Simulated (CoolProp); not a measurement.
Ethylene along the isotherm -78.45 °C: Z from the reference equation and from simpler models built on Tc = 9.2 °C, pc = 5.042 MPa, ω = 0.087; each cubic takes its own stable root.

Model: reference Helmholtz-energy equation of state, Smukala 2000, in CoolProp.

| p (MPa) | phase | reference | Redlich-Kwong | Peng-Robinson |
|---|---|---|---|---|
| 0.00797 | gas | 0.9984 | 0.9985 | 0.9984 |
| 0.012 | gas | 0.9975 | 0.9977 | 0.9976 |
| 0.0181 | gas | 0.9963 | 0.9966 | 0.9963 |
| 0.0274 | gas | 0.9943 | 0.9948 | 0.9944 |
| 0.0413 | gas | 0.9915 | 0.9921 | 0.9916 |
| 0.0623 | gas | 0.9870 | 0.9881 | 0.9873 |
| 0.094 | gas | 0.9803 | 0.9819 | 0.9807 |
| 0.142 | gas | 0.9699 | 0.9724 | 0.9706 |
| 0.214 | gas | 0.9539 | 0.9579 | 0.9552 |
| 0.323 | gas | 0.9284 | 0.9351 | 0.9310 |
| 0.487 | liquid | 0.01593 | 0.01674 | 0.01470 |
| 0.734 | liquid | 0.02399 | 0.02520 | 0.02213 |
| 1.11 | liquid | 0.03624 | 0.03804 | 0.03342 |
| 1.67 | liquid | 0.05443 | 0.05709 | 0.05018 |
| 2.52 | liquid | 0.08195 | 0.08583 | 0.07549 |
